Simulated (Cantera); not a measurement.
## Silicon etching in halogen gases: Si + NF₃ + H₂

Input: 1 mol Si, 4 mol NF₃, 0.44 mol H₂, at 1673 K and 13.0 Pa.

These are equilibrium values from Cantera (NASA tables, ideal gas, pure condensed phases), not measurements of a reactor. Candidate condensed phases: Si, Si₃N₄; 37 gas species. Kinetics and transport are ignored.

- x(F) = 0.647
- x(N₂) = 0.182
- x(SiF₄) = 0.0909
- x(HF) = 0.0800
- x(F₂) = 1.83e-6
- gas amount = 11.00 mol
- log10 activity of Si(s) (absent) = -28.59
